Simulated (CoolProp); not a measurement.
A single-stage vapour-compression cycle with fluoroethane (R161): evaporating at 201.15 K (dew point), condensing at 257.15 K (bubble point), superheat 10 K, subcooling 0 K, compressor efficiency 0.7, no pressure losses. Each further row changes one setting.

Computed with CoolProp (reference Helmholtz-energy equation of state, Wu 2012).

| case | cooling COP | pressure ratio | discharge temperature (K) | refrigerating effect (kJ/kg) | volumetric capacity (kJ/m³) |
|---|---|---|---|---|---|
| as stated | 1.99 | 16.4 | 363.6 | 360 | 150 |
| evaporating temperature 206.15 K | 2.29 | 11.9 | [?] | 365 | 206 |
| condensing temperature 252.15 K | [?] | 13.5 | [?] | 370 | 155 |
| subcooling 5 K | [?] | 16.4 | 363.6 | 370 | 155 |
| superheat 20 K | 1.96 | 16.4 | [?] | 370 | [?] |
| compressor efficiency 0.6 | 1.70 | 16.4 | [?] | 360 | 150 |

Some entries are withheld; supply them.


- evaporating temperature 206.15 K, discharge temperature (K): 351.8
- condensing temperature 252.15 K, cooling COP: 2.22
- condensing temperature 252.15 K, discharge temperature (K): 352.8
- subcooling 5 K, cooling COP: 2.04
- superheat 20 K, discharge temperature (K): 375.7
- superheat 20 K, volumetric capacity (kJ/m³): 147
- compressor efficiency 0.6, discharge temperature (K): 383.8
